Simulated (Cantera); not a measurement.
Input: 1 mol SO₂, 4.3 mol H₂O, 0.32 mol O₂, equilibrated at 2300 °C and 133 Pa.

Cantera equilibrium calculation (NASA polynomials, part measured and part estimated; ideal gas, pure solids and liquids). Candidate condensed phases: H₂O, H₂SO₄, S; 19 gas species. Equilibrium is a limit: real reactors are often held back by kinetics, nucleation or transport.

Base state: H 0.308, O 0.167, H₂O 0.138, H₂ 0.107, OH 0.0892, O₂ 0.0874, SO₂ 0.0534, SO 0.0416 (mole fractions); condensed: gas only.

Question: What changes in the equilibrium state with this change: temperature from 2300 °C to 352 °C?

Answer: 
```json
[
 {"species": "H₂O", "before": "0.138", "after": "0.811"},
 {"species": "SO₃", "before": "9.40e-7", "after": "0.119"},
 {"species": "SO₂", "before": "0.0534", "after": "0.0689"},
 {"species": "H", "before": "0.308", "after": "<1e-9"},
 {"species": "O", "before": "0.167", "after": "<1e-9"},
 {"species": "H₂", "before": "0.107", "after": "<1e-9"},
 {"species": "OH", "before": "0.0892", "after": "<1e-9"},
 {"species": "SO", "before": "0.0416", "after": "<1e-9"},
 {"species": "O₂", "before": "0.0874", "after": "0.000468"},
 {"species": "S", "before": "0.00791", "after": "<1e-9"},
 {"species": "H₂SO₄", "before": "<1e-9", "after": "0.000450"},
 {"species": "SH", "before": "0.000307", "after": "<1e-9"},
 {"species": "S₂", "before": "2.39e-5", "after": "<1e-9"}
]
```

Question: What changes in the equilibrium state with this change: temperature from 2300 °C to 2252 °C?

Answer: 
```tsv
species	before	after
H	0.308	0.260
H₂O	0.138	0.191
O	0.167	0.137
SO₂	0.0534	0.0673
H₂	0.107	0.115
SO	0.0416	0.0389
O₂	0.0874	0.0927
OH	0.0892	0.0921
S	0.00791	0.00561
S₂	2.39e-5	1.77e-5
```

Question: What changes in the equilibrium state with this change: H₂O from 4.3 to 0.13 mol?

Answer: 
| species | before | after |
|---|---|---|
| SO₂ | 0.0534 | 0.299 |
| O | 0.167 | 0.229 |
| SO | 0.0416 | 0.170 |
| H | 0.308 | 0.0698 |
| H₂O | 0.138 | 0.00972 |
| H₂ | 0.107 | 0.00550 |
| OH | 0.0892 | 0.0278 |
| S | 0.00791 | 0.0234 |
| O₂ | 0.0874 | 0.165 |
| S₂ | 2.39e-5 | 0.000210 |
| SH | 0.000307 | 0.000206 |
